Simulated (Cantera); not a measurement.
What does this Cantera script print?

```python
import numpy as np
import cantera as ct

gas_names = """
    C CH CH2 CH3 CH2OH CH3O CH4 CH3OH CO CO2 COOH C2 C2H CHCO,ketyl C2H2,acetylene C2H2,vinylidene
    CH2CO,ketene C2H3,vinyl CH3CO,acetyl C2H4 C2H4O,ethylen CH3CHO,ethanal CH3COOH (HCOOH)2 C2H5 C2H6
    CH3OCH3 C2H5OH C2O C3 C3H3,propargyl C3H4,allene C3H4,propyne C3H4,cyclo- C3H5,allyl C3H6,propylene
    C3H6,cyclo- C3H6O C3H7,n-propyl C3H7,i-propyl C3H8 C3H8O,1propanol C3H8O,2propanol C3O2 C4 C4H2
    C4H4,1,3-cyclo- C4H6,butadiene C4H6,2-butyne C4H6,cyclo- C4H8,1-butene C4H8,cis2-buten
    C4H8,tr2-butene C4H8,isobutene C4H8,cyclo- (CH3COOH)2 C4H9,n-butyl C4H9,i-butyl C4H9,s-butyl
    C4H9,t-butyl C4H10,isobutane C4H10,n-butane C5 C5H6,1,3cyclo- C5H8,cyclo- C5H10,1-pentene
    C5H10,cyclo- C5H11,pentyl C5H11,t-pentyl C5H12,n-pentane C5H12,i-pentane CH3C(CH3)2CH3 C6H2
    C6H5,phenyl C6H5O,phenoxy C6H6 C6H5OH,phenol C6H10,cyclo- C6H12,1-hexene C6H12,cyclo- C6H13,n-hexyl
    C7H7,benzyl C7H8 C7H8O,cresol C7H14,1-heptene C7H15,n-heptyl C7H16,n-heptane C8H8,styrene
    C8H10,ethylbenz C8H16,1-octene C8H17,n-octyl C8H18,isooctane C8H18,n-octane C9H19,n-nonyl
    C10H8,naphthale C10H21,n-decyl C12H9,o-bipheny C12H10,bipheny H HCO HO2 H2 HCHO,formaldehy HCOOH H2O
    H2O2 Mg MgH MgO MgOH MgO2H2 Mg2 O OH O2 O3
""".split()
cond_names = """
    C(gr) C6H6(L) C7H8(L) C8H18(L),n-octa H2O(s) H2O(L) Mg(cr) Mg(L) MgCO3(s) MgO(s) MgO(L) MgO2H2(s)
""".split()


def load(file, names, dense=False):
    # The tables refer to 1 bar. Condensed volumes are neglected.
    table = {s.name: s for s in ct.Species.list_from_file(file)}
    out = []
    for n in names:
        d = dict(table[n].input_data)
        d["thermo"] = dict(d["thermo"], **{"reference-pressure": 1e5})
        if dense:
            d["equation-of-state"] = {"model": "constant-volume", "density": "1e6 g/cm^3"}
        out.append(ct.Species.from_dict(d))
    return out


gas = ct.Solution(thermo="ideal-gas", species=load("nasa_gas.yaml", gas_names))
cond = {s.name: ct.Solution(thermo="fixed-stoichiometry", species=[s], name=s.name)
        for s in load("nasa_condensed.yaml", cond_names, dense=True)}
atoms = {
    'MgCO3': {'Mg': 1, 'C': 1, 'O': 3},
    'H2O': {'H': 2, 'O': 1},
    'CO2': {'C': 1, 'O': 2},
}
top_T = {'C(gr)': 4500}  # K; cautious upper limits of use, not melting points


def equilibrate(T, P, feed):
    n = {}
    for name, mol in feed.items():
        for a, k in atoms[name].items():
            n[a] = n.get(a, 0.0) + k * mol
    gas.TPX = T, P, n
    mass = sum(n.values()) * gas.mean_molecular_weight
    gas.equilibrate("TP")
    valid = [c for c in cond.values() if c.min_temp <= T <= top_T.get(c.name, c.max_temp)]
    mix = ct.Mixture([(gas, mass / gas.mean_molecular_weight)] + [(c, 0.0) for c in valid])
    mix.T, mix.P = T, P
    mix.equilibrate("TP", solver="vcs", rtol=1e-11, max_steps=5000)
    return mix


results = []
feed = {'MgCO3': 1, 'H2O': 1.4, 'CO2': 0.17}  # mol
P = 133.322  # Pa
for T in [1573, 1623, 1673, 1723, 1773, 1823, 1873, 1923, 1973, 2023, 2073, 2123, 2173]:
    mix = equilibrate(T, P, feed)
    results.append((T, P, feed, dict(zip(mix.species_names, mix.species_moles))))

top = {s: max(r[3][s] / sum(r[3][g] for g in gas_names) for r in results) for s in gas_names}
cols = sorted((s for s in top if top[s] > 0.0001), key=lambda s: -top[s])[:9]
seen = [c for c in cond_names if any(r[3].get(c, 0) > 1e-12 for r in results)]
print("log10 of partial pressures in bar; condensed amounts in mol")
print(f"{'T/K':>10s}" + "".join(f"{s[:9]:>10s}" for s in cols + seen))
for T, P, feed, n in results:
    ng = sum(n[g] for g in gas_names)
    print(f"{T:10.4g}" + "".join(f"{np.log10(max(n[s] / ng * P / 1e5, 1e-99)):10.3f}" for s in cols)
          + "".join(f"{n.get(c, 0):10.4g}" for c in seen))
```

It prints:

```
log10 of partial pressures in bar; condensed amounts in mol
       T/K       H2O       CO2        CO        O2        H2        OH         H         O        Mg    MgO(s)
      1573    -3.141    -3.221    -5.328    -5.502    -5.709    -6.120    -7.245    -7.732   -10.784         1
      1623    -3.143    -3.224    -5.135    -5.320    -5.545    -5.909    -6.933    -7.381   -10.126         1
      1673    -3.145    -3.228    -4.955    -5.149    -5.392    -5.710    -6.639    -7.050    -9.507         1
      1723    -3.147    -3.233    -4.787    -4.989    -5.247    -5.524    -6.363    -6.740    -8.924         1
      1773    -3.151    -3.240    -4.630    -4.839    -5.111    -5.349    -6.101    -6.447    -8.375         1
      1823    -3.156    -3.250    -4.484    -4.699    -4.983    -5.185    -5.855    -6.171    -7.855         1
      1873    -3.162    -3.262    -4.349    -4.570    -4.862    -5.031    -5.621    -5.911    -7.362    0.9999
      1923    -3.171    -3.279    -4.224    -4.449    -4.749    -4.887    -5.400    -5.666    -6.894    0.9997
      1973    -3.182    -3.300    -4.109    -4.339    -4.642    -4.753    -5.191    -5.435    -6.448    0.9991
      2023    -3.196    -3.327    -4.005    -4.237    -4.543    -4.629    -4.993    -5.217    -6.023    0.9978
      2073    -3.215    -3.361    -3.912    -4.145    -4.451    -4.514    -4.806    -5.012    -5.617    0.9944
      2123    -3.240    -3.403    -3.831    -4.061    -4.368    -4.408    -4.629    -4.819    -5.229    0.9862
      2173    -3.272    -3.454    -3.763    -3.985    -4.296    -4.314    -4.465    -4.636    -4.857    0.9666
```

These are equilibrium values from Cantera (NASA tables, ideal gas, pure condensed phases), not measurements of a reactor.
